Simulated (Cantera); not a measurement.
# Thermodynamics of fluorocarbon and chlorocarbon gases, feed CH3F + CH4

A closed system holds: 1 mol CH3F, 0.3 mol CH4, at 2373.15 K.

Method: chemical equilibrium by Gibbs-energy minimisation in Cantera with the NASA 1993 tables (ideal gas, pure condensed phases). Candidate condensed phases: C, C6H6, C7H8, C8H18; 95 gas species. Equilibrium is a limit: real reactors are often held back by kinetics, nucleation or transport.

From 1.00 Pa to 100000 Pa the condensed part is C(graphite). The main C-bearing gas is C3 at 1.00 Pa and C2H2 (acetylene) at 100000 Pa. The share of C in condensed phases is highest at 27.0 Pa (98.9 %) and lowest at 1.00 Pa (92.5 %).

```csv
P (Pa),x H,x H2,x HF,x F,x C3,x C2H2 (acetylene),x C,n C(graphite)
1,0.723,0.0268,0.231,0.00919,0.00619,0.000165,0.00265,1.20
5.20,0.629,0.105,0.260,0.00229,0.00119,0.000649,0.000509,1.28
27,0.435,0.262,0.300,0.000735,0.000229,0.00161,9.81e-5,1.29
140,0.241,0.418,0.338,0.000288,4.42e-5,0.00257,1.89e-5,1.28
720,0.118,0.517,0.362,0.000122,8.60e-6,0.00318,3.68e-6,1.28
3700,0.0547,0.568,0.374,5.32e-5,1.67e-6,0.00349,7.16e-7,1.28
19000,0.0247,0.592,0.380,2.34e-5,3.26e-7,0.00364,1.39e-7,1.28
100000,0.0109,0.603,0.383,1.02e-5,6.19e-8,0.00371,2.65e-8,1.28
```
x: gas mole fraction; n: condensed amount in mol.
